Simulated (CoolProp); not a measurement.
Vapour-liquid equilibrium of carbonyl sulfide (1) + propane (2) at 1.09 MPa; x and y are mole fractions of (1).

Values from CoolProp's multi-fluid Helmholtz-energy mixture model, Lemmon 2006 and Lemmon 2009; pair parameters Bell 2016.

| x | bubble temperature, mixture model (K) | bubble temperature, Raoult's law (K) | y, mixture model | y, Raoult's law |
|---|---|---|---|---|
| 0.05 | 302.7 | 302.9 | 0.066 | 0.066 |
| 0.2 | 300.4 | 300.9 | 0.244 | 0.251 |
| 0.35 | 298.5 | 299.0 | 0.404 | 0.420 |
| 0.5 | 296.9 | 297.2 | 0.553 | 0.574 |
| 0.65 | 295.3 | 295.5 | 0.697 | 0.715 |
| 0.8 | 293.8 | 293.8 | 0.833 | 0.844 |
| 0.95 | 292.3 | 292.3 | 0.960 | 0.963 |

The largest gap from Raoult's law is -0.5 K in bubble temperature, at x = 0.2. No azeotrope shows between x = 0.05 and 0.95.

Pair parameters are fitted to limited data, so mixtures are less certain than the pure fluids.
